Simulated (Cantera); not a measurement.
Input: 1 mol Al(CH₃)₃, 19 mol N₂, equilibrated at 1.33 mbar.

Method: chemical equilibrium by Gibbs-energy minimisation in Cantera with the NASA 1993 tables (ideal gas, pure condensed phases). Candidate condensed phases: Al, AlN, C, C₆H₆, C₇H₈, C₈H₁₈; 97 gas species. The feed counts by its element totals alone. Kinetics and transport are ignored.

**Question.** Which condensed phases are stable at each of these points (T (K)): 775, 925, 1075, 1225, 1375, 1525, 1675, 1825, 1975, 2125?

**Answer.** 
```csv
T (K),condensed phases,Al condensed (%)
775,AlN(s) + C(graphite),100.0
925,AlN(s) + C(graphite),100.0
1075,AlN(s) + C(graphite),100.0
1225,AlN(s) + C(graphite),100.0
1375,AlN(s) + C(graphite),100.0
1525,AlN(s) + C(graphite),100.0
1675,AlN(s) + C(graphite),99.3
1825,AlN(s) + C(graphite),70.7
1975,C(graphite),0.0
2125,C(graphite),0.0
```

From 775 K to 1825 K the condensed part is AlN(s) + C(graphite). From 1975 K to 2125 K the condensed part is C(graphite).
